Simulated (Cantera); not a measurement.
A freely propagating, adiabatic, planar premixed flame of 7.46 % CH₄, 2.24 % C₂H₆, 19.0 % O₂, 71.3 % N₂, equivalence ratio 1.2, unburnt at 450 K and 430000 Pa; mixture-averaged transport, grid criteria slope 0.08 and curve 0.16, no radiation.

Detailed kinetics in Cantera: GRI-Mech 3.0 (53 species, 325 reactions). Burning velocities carry a grid error of a few per cent, more on coarse grids.

**Question.** Predict: laminar burning velocity; thermal thickness; peak x(HO₂).

**Answer.** 
- laminar burning velocity: 45.0 cm/s
- thermal thickness: 0.126 mm
- peak x(HO₂): 0.000291
